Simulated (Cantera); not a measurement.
Cantera run:

```python
import numpy as np
import cantera as ct

gas_names = """
    B BH BH2 BH3 BO BO2 B2 B2O B2O2 B2O3 B3O3H3 H HBO HBO2 HO2 H2 H2O H2O2 H3B3O6 O OH O2 O3
""".split()
cond_names = """
    B(b) B(L) B2O3(L) B3O3H3(cr) H2O(s) H2O(L)
""".split()


# ... load() reads the species with a 1 bar reference pressure and builds the phases ...
atoms = {
    'B2H6': {'B': 2, 'H': 6},
    'O2': {'O': 2},
}
top_T = {}  # K; cautious upper limits of use, not melting points


# ... equilibrate(T, P, feed) seeds the gas with the atoms and calls Mixture.equilibrate('TP', solver="vcs", rtol=1e-11, max_steps=5000) ...
results = []
P = 46  # Pa
for T in [923, 1073, 1223, 1373, 1523, 1673, 1823, 1973, 2123, 2273]:
    for m in [0.2, 0.29, 0.42, 0.6, 0.86, 1.2, 1.8, 2.6, 3.7, 5.4, 7.7]:
        feed = {'B2H6': 1, 'O2': m}  # mol
        mix = equilibrate(T, P, feed)
        results.append((T, P, feed, dict(zip(mix.species_names, mix.species_moles))))

for T, P, feed, n in results:
    print(f"{T:7g} {feed['O2']:10.4g}  " + (" + ".join(c for c in cond_names if n.get(c, 0) > 1e-12) or "gas only"))
```

It prints:

```
    923        0.2  B(b) + B2O3(L)
    923       0.29  B(b) + B2O3(L)
    923       0.42  B(b) + B2O3(L)
    923        0.6  B(b) + B2O3(L)
    923       0.86  B(b) + B2O3(L)
    923        1.2  B(b) + B2O3(L)
    923        1.8  B2O3(L)
    923        2.6  B2O3(L)
    923        3.7  B2O3(L)
    923        5.4  B2O3(L)
    923        7.7  B2O3(L)
   1073        0.2  B(b) + B2O3(L)
   1073       0.29  B(b) + B2O3(L)
   1073       0.42  B(b) + B2O3(L)
   1073        0.6  B(b) + B2O3(L)
   1073       0.86  B(b) + B2O3(L)
   1073        1.2  B(b) + B2O3(L)
   1073        1.8  B2O3(L)
   1073        2.6  B2O3(L)
   1073        3.7  B2O3(L)
   1073        5.4  B2O3(L)
   1073        7.7  B2O3(L)
   1223        0.2  B(b) + B2O3(L)
   1223       0.29  B(b) + B2O3(L)
   1223       0.42  B(b) + B2O3(L)
   1223        0.6  B(b) + B2O3(L)
   1223       0.86  B(b) + B2O3(L)
   1223        1.2  B(b) + B2O3(L)
   1223        1.8  B2O3(L)
   1223        2.6  B2O3(L)
   1223        3.7  B2O3(L)
   1223        5.4  B2O3(L)
   1223        7.7  B2O3(L)
   1373        0.2  B(b) + B2O3(L)
   1373       0.29  B(b) + B2O3(L)
   1373       0.42  B(b) + B2O3(L)
   1373        0.6  B(b) + B2O3(L)
   1373       0.86  B(b) + B2O3(L)
   1373        1.2  B(b) + B2O3(L)
   1373        1.8  B2O3(L)
   1373        2.6  B2O3(L)
   1373        3.7  B2O3(L)
   1373        5.4  B2O3(L)
   1373        7.7  B2O3(L)
   1523        0.2  B(b)
   1523       0.29  B(b)
   1523       0.42  B(b)
   1523        0.6  B(b)
   1523       0.86  B(b)
   1523        1.2  B2O3(L)
   1523        1.8  B2O3(L)
   1523        2.6  gas only
   1523        3.7  gas only
   1523        5.4  gas only
   1523        7.7  gas only
   1673        0.2  B(b)
   1673       0.29  B(b)
   1673       0.42  B(b)
   1673        0.6  B(b)
   1673       0.86  B(b)
   1673        1.2  gas only
   1673        1.8  gas only
   1673        2.6  gas only
   1673        3.7  gas only
   1673        5.4  gas only
   1673        7.7  gas only
   1823        0.2  B(b)
   1823       0.29  B(b)
   1823       0.42  B(b)
   1823        0.6  B(b)
   1823       0.86  B(b)
   1823        1.2  gas only
   1823        1.8  gas only
   1823        2.6  gas only
   1823        3.7  gas only
   1823        5.4  gas only
   1823        7.7  gas only
   1973        0.2  B(b)
   1973       0.29  B(b)
   1973       0.42  B(b)
   1973        0.6  B(b)
   1973       0.86  B(b)
   1973        1.2  gas only
   1973        1.8  gas only
   1973        2.6  gas only
   1973        3.7  gas only
   1973        5.4  gas only
   1973        7.7  gas only
   2123        0.2  B(b)
   2123       0.29  B(b)
   2123       0.42  B(b)
   2123        0.6  B(b)
   2123       0.86  B(b)
   2123        1.2  gas only
   2123        1.8  gas only
   2123        2.6  gas only
   2123        3.7  gas only
   2123        5.4  gas only
   2123        7.7  gas only
   2273        0.2  B(b)
   2273       0.29  B(b)
   2273       0.42  B(b)
   2273        0.6  B(b)
   2273       0.86  B(b)
   2273        1.2  gas only
   2273        1.8  gas only
   2273        2.6  gas only
   2273        3.7  gas only
   2273        5.4  gas only
   2273        7.7  gas only
```

Cantera equilibrium calculation (NASA polynomials, part measured and part estimated; ideal gas, pure solids and liquids). The feed counts by its element totals alone. Mutual solubility and eutectic melting of coexisting phases are not modelled.
